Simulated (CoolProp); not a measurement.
Vapour-liquid equilibrium of toluene (1) + n-dodecane (2) at 2.49 bar; x and y are mole fractions of (1).

The numbers come from the multi-fluid Helmholtz-energy mixture model, Lemmon 2006 and Lemmon 2004; pair parameters Bell 2016 in CoolProp.

| x | bubble temperature, mixture model (K) | bubble temperature, Raoult's law (K) | y, mixture model | y, Raoult's law |
|---|---|---|---|---|
| 0.05 | 521.6 | 515.9 | 0.195 | 0.302 |
| 0.125 | ? | 497.6 | 0.441 | 0.569 |
| 0.2 | ? | 483.3 | 0.622 | 0.719 |
| 0.275 | ? | 471.9 | ? | 0.810 |
| 0.35 | 469.0 | 462.4 | ? | 0.867 |
| 0.425 | 459.5 | 454.5 | 0.882 | 0.906 |
| 0.5 | 451.4 | 447.7 | 0.918 | 0.933 |
| 0.575 | 444.5 | 441.8 | 0.943 | 0.952 |
| 0.65 | ? | 436.7 | 0.961 | 0.967 |
| 0.725 | 433.4 | 432.1 | 0.974 | 0.977 |
| 0.8 | 428.8 | 428.0 | 0.983 | 0.986 |
| 0.875 | 424.8 | 424.3 | 0.991 | 0.992 |
| 0.95 | 421.0 | 420.9 | 0.997 | 0.997 |

**Question.** Complete the blanks.

**Answer.** 
- 0.125, bubble temperature, mixture model (K): 506.9
- 0.2, bubble temperature, mixture model (K): 492.9
- 0.275, bubble temperature, mixture model (K): 480.2
- 0.275, y, mixture model: 0.745
- 0.35, y, mixture model: 0.827
- 0.65, bubble temperature, mixture model (K): 438.6

The largest gap from Raoult's law is +9.6 K in bubble temperature, at x = 0.2. No azeotrope shows between x = 0.05 and 0.95.

Pair parameters are fitted to limited data, so mixtures are less certain than the pure fluids.
